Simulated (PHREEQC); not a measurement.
**Spent oxide etchant: speciation**

Solution (20 °C): 0.0084 mol/kgw HF, 0.011 mol/kgw (NH4)2SiF6 and 0.028 mol/kgw H3AsO4. Closed to the air; pH follows from the charge balance.

Model: ion-association model, wateq4f.dat, run in PHREEQC.

Each row changes one thing in this solution. Precipitation was switched off in this run.

| case | pH | ionic strength (mol/kgw) | HF (mol/kgw) | F- (mol/kgw) | H2F2 (mol/kgw) | HF2- (mol/kgw) | SI of Quartz (SiO2) |
|---|---|---|---|---|---|---|---|
| as made | 2.00 | 0.0446 | 0.00740 | 0.000665 | 0.000172 | 1.83e-5 | -1.03 |
| (NH4)2SiF6 from 0.011 to 0.055 mol/kgw | 2.00 | 0.177 | 0.00736 | 0.000774 | 0.000176 | 2.19e-5 | -0.58 |
| diluted 100-fold with water | 3.32 | 0.000712 | 0.000288 | 0.000454 | 2.59e-7 | 4.81e-7 | +0.10 |
| (NH4)2SiF6 from 0.011 to 0.0165 mol/kgw | 2.00 | 0.0613 | 0.00740 | … | 0.000173 | … | -0.90 |
| H3AsO4 left out | … | 0.0354 | 0.00572 | 0.00238 | 0.000103 | 5.06e-5 | -1.67 |

Q: What belongs in the gaps?

A: 
- (NH4)2SiF6 from 0.011 to 0.0165 mol/kgw, F- (mol/kgw): 0.000685
- (NH4)2SiF6 from 0.011 to 0.0165 mol/kgw, HF2- (mol/kgw): 1.89e-5
- H3AsO4 left out, pH: 2.67

Some of these states are supersaturated (in Quartz (slow to form), for instance). SiF6-2 is the database's only silicon fluoride.
